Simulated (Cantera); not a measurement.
# Thermodynamics of abatement and gas-phase synthesis, feed NH3 + H2O + H2

Input: 1 mol NH3, 0.56 mol H2O, 0.17 mol H2, equilibrated at 0.100 bar.

These are equilibrium values from Cantera (NASA tables, ideal gas, pure condensed phases), not measurements of a reactor. Candidate condensed phases: H2O; 47 gas species. Ions and electrons are included (thermal ionisation). Kinetics and transport are ignored.

```tsv
T (K)	log p H	log p H2	log p H2O	log p N2	log p O	log p OH	log p N
2500	-2.22	-1.25	-1.71	-1.75	-4.53	-3.37	-7.41
2750	-1.82	-1.31	-1.77	-1.78	-3.56	-2.85	-6.51
3000	-1.51	-1.42	-1.94	-1.83	-2.81	-2.51	-5.77
3250	-1.30	-1.62	-2.34	-1.91	-2.34	-2.43	-5.16
3500	-1.18	-1.91	-3.00	-1.98	-2.12	-2.61	-4.65
3750	-1.13	-2.26	-3.78	-2.02	-2.04	-2.93	-4.18
4000	-1.11	-2.62	-4.56	-2.04	-2.02	-3.28	-3.77
4250	-1.10	-2.96	-5.28	-2.05	-2.01	-3.61	-3.40
4500	-1.10	-3.27	-5.94	-2.06	-2.00	-3.92	-3.08
4750	-1.10	-3.56	-6.53	-2.09	-2.00	-4.19	-2.79
5000	-1.10	-3.82	-7.07	-2.13	-2.00	-4.45	-2.54
```
log p: log10 of the partial pressure in bar; nothing condenses.

From 2500 K to 5000 K nothing is condensed.
